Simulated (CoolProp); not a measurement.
Values from CoolProp's reference Helmholtz-energy equation of state, Span 2000.

Problem. For nitrogen, give the phase and the speed of sound (m/s), Prandtl number at 285.2 K and 2.89 MPa.

Solution. 
- 285.2 K and 2.89 MPa: gas; speed of sound 349, Prandtl number 0.739

Viscosity comes from a separate model (Lemmon 2004). Thermal conductivity comes from a separate model (Lemmon 2004).
